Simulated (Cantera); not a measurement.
Input (Python, Cantera):

```python
import numpy as np
import cantera as ct

gas = ct.Solution("gri30.yaml")
gas.TPX = 373, 101325, {'CH4': 1, 'O2': 2.44, 'N2': 9.17, 'H2O': 0.42}
inlet = ct.Reservoir(gas, clone=True)
gas.equilibrate("HP")  # start burning
reactor = ct.IdealGasConstPressureReactor(gas, energy="on", clone=False)
exhaust = ct.Reservoir(gas, clone=True)
tau = [0.068, 0.035, 0.018, 0.0096, 0.005, 0.0026, 0.0014, 0.00071, 0.00037, 0.00019, 0.0001, 5.3e-05, 2.8e-05][0]
for a, b in ((inlet, reactor), (reactor, exhaust)):
    ct.MassFlowController(a, b, mdot=lambda t: reactor.mass / tau)
net = ct.ReactorNet([reactor])
show = ['CH4', 'O2', 'H', 'N2O', 'NO', 'NO2']

rows = []
print(f"{'tau/s':>10s}{'T/K':>9s}" + "".join(f"{s:>11s}" for s in show))
for tau in [0.068, 0.035, 0.018, 0.0096, 0.005, 0.0026, 0.0014, 0.00071, 0.00037, 0.00019, 0.0001, 5.3e-05, 2.8e-05]:
    net.initial_time = 0.0
    net.advance(30 * tau)
    before = gas.X
    net.advance(40 * tau)
    drift = np.max(np.abs(gas.X - before) / (gas.X + 1e-9))
    rows.append([gas.T, *gas[show].X, drift])
    print(f"{tau:10.3e}{gas.T:9.1f}" + "".join(f"{x:11.3e}" for x in gas[show].X))
```

It prints:

```
     tau/s      T/K        CH4         O2          H        N2O         NO        NO2
 6.800e-02   2014.8  7.614e-06  3.392e-02  1.000e-04  2.376e-07  1.582e-04  1.026e-07
 3.500e-02   2006.9  1.226e-05  3.418e-02  1.582e-04  2.672e-07  1.188e-04  7.339e-08
 1.800e-02   1995.0  1.931e-05  3.459e-02  2.651e-04  2.887e-07  9.337e-05  5.311e-08
 9.600e-03   1979.1  2.944e-05  3.516e-02  4.406e-04  2.932e-07  7.613e-05  3.901e-08
 5.000e-03   1956.8  4.581e-05  3.600e-02  7.424e-04  2.813e-07  6.233e-05  2.825e-08
 2.600e-03   1927.6  7.246e-05  3.716e-02  1.222e-03  2.588e-07  5.119e-05  2.053e-08
 1.400e-03   1893.1  1.146e-04  3.860e-02  1.885e-03  2.340e-07  4.216e-05  1.524e-08
 7.100e-04   1847.0  1.976e-04  4.068e-02  2.864e-03  2.075e-07  3.305e-05  1.093e-08
 3.700e-04   1793.6  3.561e-04  4.347e-02  3.954e-03  1.840e-07  2.456e-05  7.756e-09
 1.900e-04   1725.9  7.378e-04  4.801e-02  4.830e-03  1.599e-07  1.587e-05  5.153e-09
 1.000e-04    373.0  7.675e-02  1.873e-01  1.179e-32  1.111e-21  4.511e-20  1.327e-20
 5.300e-05    373.0  7.675e-02  1.873e-01 -9.312e-35  8.174e-25  3.319e-23  9.762e-24
 2.800e-05    373.0  7.675e-02  1.873e-01 -5.380e-37  5.163e-26  2.097e-24  6.166e-25
```

Computed with Cantera and GRI-Mech 3.0 (53 species, 325 reactions).
